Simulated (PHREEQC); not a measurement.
0.21 g of hydrous ferric oxide (600 m²/g; 0.2 weak and 0.005 strong sites per Fe, Dzombak-Morel constants, diffuse double layer) in 1 kg of water with 0.001 mol/kgw of an inert sodium salt, at 25 °C; the pH is set by adding NaOH or the inert anion's acid. Oxygen alone is held at its pressure in air (log pO2 = -0.68). The system is closed to CO2. Nothing may precipitate in this run.

Model: ion-association model, wateq4f.dat, run in PHREEQC.

```csv
pH,surface charge σ (C/m²),surface potential ψ (mV)
3,0.256,233
3.38,0.194,227
3.75,0.146,218
4.12,0.108,205
4.5,0.079,191
4.88,0.057,174
5.25,0.040,157
5.62,0.028,139
6,0.019,119
6.38,0.012,99
6.75,0.008,78
7.12,0.005,57
7.5,0.003,35
7.88,0.001,13
8.25,-0.001,-8
8.62,-0.002,-29
9,-0.004,-51
```

The oxide is taken as insoluble; below pH 4 it would dissolve.
